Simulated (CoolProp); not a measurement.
Computed with CoolProp (reference Helmholtz-energy equation of state, Thol 2017).

Question: Give the vapour pressure (bar), liquid density (kg/m³), enthalpy of vaporisation (kJ/kg), liquid cp (kJ/(kg K)) of saturated octamethyltrisiloxane (MDM) at 307.9, 351.6, 438.9 K.

Answer: 
```json
[
 {"T (K)": "307.9", "p (bar)": "0.00921", "liquid density (kg/m³)": "805", "enthalpy of vaporisation (kJ/kg)": "200", "liquid cp (kJ/(kg K))": "1.81"},
 {"T (K)": "351.6", "p (bar)": "0.0850", "liquid density (kg/m³)": "760", "enthalpy of vaporisation (kJ/kg)": "183", "liquid cp (kJ/(kg K))": "1.91"},
 {"T (K)": "438.9", "p (bar)": "1.42", "liquid density (kg/m³)": "658", "enthalpy of vaporisation (kJ/kg)": "146", "liquid cp (kJ/(kg K))": "2.15"}
]
```
